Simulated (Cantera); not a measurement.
A closed system holds: 1 mol Si(CH₃)₄, 3 mol HCl, 31 mol H₂, equilibrated at 1.20 mbar.

Equilibrium computed with Cantera from the NASA thermochemical tables; the gas is ideal and each condensed phase is pure. Candidate condensed phases: C, C₆H₆, C₇H₈, C₈H₁₈, Si, SiC; 109 gas species. The numbers say what is thermodynamically allowed, not how fast it happens.

Over these rows the condensed part is C(graphite) + SiC(s). Partial pressures as log10 of bar:

```json
[
 {"T (K)": "1075", "1000/T (1/K)": "0.9302", "log p SiCl₄": "-7.78", "log p H₂": "-2.95", "log p HCl": "-4.05"},
 {"T (K)": "1175", "1000/T (1/K)": "0.8511", "log p SiCl₄": "-8.63", "log p H₂": "-2.95", "log p HCl": "-4.05"},
 {"T (K)": "1275", "1000/T (1/K)": "0.7843", "log p SiCl₄": "-9.35", "log p H₂": "-2.95", "log p HCl": "-4.05"},
 {"T (K)": "1375", "1000/T (1/K)": "0.7273", "log p SiCl₄": "?", "log p H₂": "-2.95", "log p HCl": "-4.05"},
 {"T (K)": "1475", "1000/T (1/K)": "0.6780", "log p SiCl₄": "-10.50", "log p H₂": "-2.95", "log p HCl": "-4.05"},
 {"T (K)": "1575", "1000/T (1/K)": "0.6349", "log p SiCl₄": "-10.96", "log p H₂": "-2.96", "log p HCl": "-4.05"}
]
```

### Question
Fit log p(SiCl₄) = a + b·(1000/T) to the five rows, give the apparent enthalpy, and predict the row at 1375 K.

### Answer
Means: 1000/T = 0.7757, log p = -9.444. Sxy = 0.635896, Sxx = 0.0589993, so b = 10.78 and a = -9.444 − (10.78)×0.7757 = -17.81.
Apparent enthalpy: −19.145 × (10.78) = -206 kJ/mol. With the condensed phases at unit activity, SiC(s) + 4 HCl(g) = SiCl₄(g) + C(graphite) + 2 H₂(g) links this pressure to the main gases: over the six rows their terms move log p by +0.02 in all, so the slope is close to that reaction's ΔH°. The five rows lie within 0.01 of the line.
Prediction at 1375 K: -17.81 + (10.78)×0.7273 = -9.97. The computed value is -9.97, 0.00 from the line.
